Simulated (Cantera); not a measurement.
A closed system holds: 1 mol Si3N4, 670 mol H2, 2.5 mol N2, equilibrated at 75.0 Torr.

Equilibrium computed with Cantera from the NASA thermochemical tables; the gas is ideal and each condensed phase is pure. Candidate condensed phases: Si, Si3N4; 18 gas species. Gases not in the tables: Si2H6 and higher silanes. Kinetics and transport are ignored.

x: gas mole fraction; n: condensed amount in mol.

| T (K) | x H2 | x H | x N2 | x Si | n Si3N4(s) | n Si(s) | n Si(l) |
|---|---|---|---|---|---|---|---|
| 898 | 0.996 | ___ | 0.00371 | <1e-12 | 1.00 | 0 | 0 |
| 1048 | 0.996 | ___ | 0.00372 | <1e-12 | 1.00 | 0 | 0 |
| 1198 | 0.996 | ___ | 0.00372 | <1e-12 | 1.00 | 0 | 0 |
| 1348 | 0.996 | ___ | 0.00372 | 5.15e-11 | 1.000 | 0 | 0 |
| 1498 | 0.996 | ___ | 0.00372 | 2.48e-8 | 1.000 | 0 | 0 |
| 1648 | 0.993 | ___ | 0.00667 | 2.58e-6 | 0 | 2.99 | 0 |
| 1798 | 0.992 | ___ | 0.00667 | 3.08e-5 | 0 | 0 | 2.95 |
| 1948 | 0.989 | ___ | 0.00666 | 0.000232 | 0 | 0 | 2.74 |
| 2098 | 0.982 | ___ | 0.00662 | 0.00131 | 0 | 0 | 1.80 |

**Question.** What belongs in the gaps?

**Answer.** 
- 898, x H: 3.45e-10
- 1048, x H: 2.44e-8
- 1198, x H: 6.00e-7
- 1348, x H: 7.30e-6
- 1498, x H: 5.42e-5
- 1648, x H: 0.000281
- 1798, x H: 0.00111
- 1948, x H: 0.00355
- 2098, x H: 0.00964
